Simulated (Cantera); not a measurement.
A closed system holds: 1 mol Pb, 4.4 mol CO, 5.3 mol N₂, equilibrated at 1373.15 K and 0.000100 bar.

Cantera equilibrium calculation (NASA polynomials, part measured and part estimated; ideal gas, pure solids and liquids). Candidate condensed phases: C, Pb, PbO, PbO₂, Pb₃O₄; 27 gas species. The numbers say what is thermodynamically allowed, not how fast it happens.

Base state: N₂ 0.495, CO 0.411, Pb 0.0935 (mole fractions); condensed: gas only.

### Question
What changes in the equilibrium state with this change: 0.057 mol O₂ added?

### Answer
```
species   before   after
-------  -------  ------
N₂         0.495   0.495
CO         0.411   0.401
Pb        0.0935  0.0935
CO₂      3.84e-8  0.0107
```
